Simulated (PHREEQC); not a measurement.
PHREEQC input (ion-association model, wateq4f.dat):

```
SOLUTION_MASTER_SPECIES
  An  An-  0  An  62.0  # stands for a non-complexing anion
SOLUTION_SPECIES
  An- = An-
    -log_k 0
    -gamma 3.0 0
PHASES
  Fix_H+
    H+ = H+
    -log_k 0
SOLUTION 1
  temp 25
  units mmol/kgw
  pH 7 charge
  B 0.15
  Na 1
  An 1
END
SELECTED_OUTPUT 1
  -reset false
  -pH true
  -pe true
  -ionic_strength true
  -water true
  -totals B Na
  -molalities Hfo_wOH Hfo_wOH2+ Hfo_wO- Hfo_sOH Hfo_sOH2+ Hfo_sO- Hfo_wH2BO3
USER_PUNCH 1
  -headings sigma psi
  10 PUNCH EDL("sigma", "Hfo"), EDL("psi", "Hfo")
PRINT
  -reset false
USE solution 1
SURFACE 1
  Hfo_wOH 0.00786517 600 3.5
  Hfo_sOH 0.000196629
EQUILIBRIUM_PHASES 1
  Fix_H+ -4 HAn 10
    -force_equality true
  O2(g) -0.68 10
END
# ... the last block is repeated for the other 12 points of pH, with NaOH or the acid as the point needs
```

Selected output (columns that matter, 13 of 13 rows; pH added in front):

```
pH	mu	B	Na	m_Hfo_wOH	m_Hfo_wOH2+	m_Hfo_wO-	m_Hfo_sOH	m_Hfo_sOH2+	m_Hfo_sO-	m_Hfo_wH2BO3	sigma	psi
4	0.0027837	0.00014734	0.001	0.0043348	0.0034011	0.00012657	0.00010841	8.5056e-05	3.1653e-06	2.6644e-06	0.15423	0.20086
4.67	0.0019419	0.00014668	0.001	0.0054288	0.0021137	0.00031942	0.00013578	5.2864e-05	7.989e-06	3.3211e-06	0.084506	0.17922
5.33	0.0014733	0.00014642	0.001	0.0058648	0.0014554	0.00054141	0.00014669	3.6401e-05	1.3541e-05	3.5807e-06	0.043047	0.15175
6	0.0012239	0.00014634	0.001	0.0059953	0.0011505	0.00071567	0.00014995	2.8777e-05	1.79e-05	3.6565e-06	0.020482	0.11872
6.67	0.0011013	0.00014633	0.001	0.0060266	0.0010161	0.00081887	0.00015073	2.5414e-05	2.0481e-05	3.6671e-06	0.0092882	0.082413
7.33	0.0010409	0.00014636	0.001	0.0060334	0.00095395	0.00087418	0.0001509	2.386e-05	2.1864e-05	3.6359e-06	0.0037574	0.04502
8	0.001005	0.00014652	0.001	0.0060348	0.00091833	0.00090852	0.00015094	2.2968e-05	2.2723e-05	3.4794e-06	0.00046221	0.0063692
8.67	0.001065	0.00014711	0.001093	0.0060347	0.00088647	0.00094112	0.00015092	2.217e-05	2.3537e-05	2.8932e-06	-0.0025737	-0.032359
9.33	0.0011857	0.00014836	0.0012659	0.0060311	0.00083799	0.00099439	0.00015081	2.0954e-05	2.4865e-05	1.6366e-06	-0.0073665	-0.069972
10	0.0014213	0.00014946	0.00161	0.0060087	0.0007438	0.001112	0.00015023	1.8596e-05	2.7802e-05	5.3437e-07	-0.017343	-0.10664
10.67	0.0020751	0.00014987	0.0025128	0.0058884	0.00056122	0.0014153	0.00014721	1.4031e-05	3.5384e-05	1.254e-07	-0.040228	-0.13956
11.33	0.0044792	0.00014997	0.0055076	0.0052963	0.00028092	0.0022876	0.00013241	7.0229e-06	5.7189e-05	2.4799e-08	-0.094513	-0.16354
12	0.014767	0.00014998	0.017045	0.0033093	5.5759e-05	0.0044994	8.2733e-05	1.394e-06	0.00011249	3.1549e-09	-0.20931	-0.17372
```

Complexes and solids missing from the database can't appear.
